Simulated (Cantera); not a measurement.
## Equilibrium for fluorocarbon and chlorocarbon gases: c-C4F8 + CH4

Input: 1 mol c-C4F8, 0.012 mol CH4, equilibrated at 3123.15 K and 1.10 Pa.

Cantera equilibrium calculation (NASA polynomials, part measured and part estimated; ideal gas, pure solids and liquids). Candidate condensed phases: C, C6H6, C7H8, C8H18; 95 gas species. The feed counts by its element totals alone. The numbers say what is thermodynamically allowed, not how fast it happens.

```json
{
 "x(F)": "0.668",
 "x(C)": "0.320",
 "x(C2)": "0.00528",
 "x(H)": "0.00395",
 "x(CF)": "0.00222",
 "x(C3)": "0.00114",
 "x(HF)": "7.32e-5",
 "gas_amount": "11.94 mol",
 "log10 activity of C(graphite) (absent)": "-1.65"
}
```
